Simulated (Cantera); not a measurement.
## Premixed flame

A freely propagating, adiabatic, planar premixed flame of 33.5 % H₂, 14.0 % O₂, 52.6 % N₂, equivalence ratio 1.2, unburnt at 475 K and 0.296 atm; mixture-averaged transport, grid criteria slope 0.08 and curve 0.16, no radiation.

Cantera simulation using the H2/O2 subset of GRI-Mech 3.0, which has no nitrogen chemistry; the numbers are that mechanism's predictions, not measurements. Burning velocities carry a grid error of a few per cent, more on coarse grids.

```json
[
 {"z (mm)": "-6.22", "T (K)": "475", "u (m/s)": "4.94", "x H₂": "0.335", "x O₂": "0.140", "x OH": "<1e-8", "x H": "<1e-8", "x H₂O₂": "<1e-8", "x HO₂": "<1e-8"},
 {"z (mm)": "-4.15", "T (K)": "475", "u (m/s)": "4.94", "x H₂": "0.335", "x O₂": "0.140", "x OH": "<1e-8", "x H": "<1e-8", "x H₂O₂": "<1e-8", "x HO₂": "<1e-8"},
 {"z (mm)": "-3.11", "T (K)": "475", "u (m/s)": "4.94", "x H₂": "0.335", "x O₂": "0.140", "x OH": "<1e-8", "x H": "<1e-8", "x H₂O₂": "<1e-8", "x HO₂": "<1e-8"},
 {"z (mm)": "-2.07", "T (K)": "475", "u (m/s)": "4.94", "x H₂": "0.335", "x O₂": "0.140", "x OH": "<1e-8", "x H": "<1e-8", "x H₂O₂": "<1e-8", "x HO₂": "3.95e-8"},
 {"z (mm)": "-1.04", "T (K)": "480", "u (m/s)": "4.98", "x H₂": "0.333", "x O₂": "0.140", "x OH": "1.66e-5", "x H": "5.09e-5", "x H₂O₂": "1.56e-6", "x HO₂": "9.38e-5"},
 {"z (mm)": "-0.519", "T (K)": "672", "u (m/s)": "6.84", "x H₂": "0.305", "x O₂": "0.135", "x OH": "0.000636", "x H": "0.00669", "x H₂O₂": "1.16e-5", "x HO₂": "9.19e-5"},
 {"z (mm)": "0", "T (K)": "1134", "u (m/s)": "11.2", "x H₂": "0.178", "x O₂": "0.0905", "x OH": "0.00298", "x H": "0.0567", "x H₂O₂": "1.35e-6", "x HO₂": "3.06e-5"},
 {"z (mm)": "0.519", "T (K)": "1435", "u (m/s)": "13.9", "x H₂": "0.0782", "x O₂": "0.0290", "x OH": "0.00809", "x H": "0.0884", "x H₂O₂": "1.32e-6", "x HO₂": "8.98e-6"},
 {"z (mm)": "1.04", "T (K)": "1560", "u (m/s)": "15.0", "x H₂": "0.0683", "x O₂": "0.0192", "x OH": "0.0105", "x H": "0.0831", "x H₂O₂": "9.52e-7", "x HO₂": "5.32e-6"},
 {"z (mm)": "2.07", "T (K)": "1701", "u (m/s)": "16.3", "x H₂": "0.0706", "x O₂": "0.0160", "x OH": "0.0127", "x H": "0.0694", "x H₂O₂": "5.49e-7", "x HO₂": "3.79e-6"},
 {"z (mm)": "4.15", "T (K)": "1854", "u (m/s)": "17.5", "x H₂": "0.0726", "x O₂": "0.0131", "x OH": "0.0145", "x H": "0.0547", "x H₂O₂": "2.87e-7", "x HO₂": "2.68e-6"},
 {"z (mm)": "8.30", "T (K)": "2009", "u (m/s)": "18.8", "x H₂": "0.0729", "x O₂": "0.0100", "x OH": "0.0153", "x H": "0.0408", "x H₂O₂": "1.53e-7", "x HO₂": "1.82e-6"},
 {"z (mm)": "16.6", "T (K)": "2154", "u (m/s)": "19.9", "x H₂": "0.0715", "x O₂": "0.00701", "x OH": "0.0147", "x H": "0.0287", "x H₂O₂": "9.09e-8", "x HO₂": "1.22e-6"}
]
```
x: mole fraction of selected species; z is measured from the peak of heat release.

The laminar burning velocity is 494 cm/s, the thermal thickness is 2.07 mm and the peak x(OH) is 0.0153. The peak x(H) comes out as 0.0886 and the peak x(H₂O₂) is 1.30e-5. The peak x(HO₂) is 0.000159.
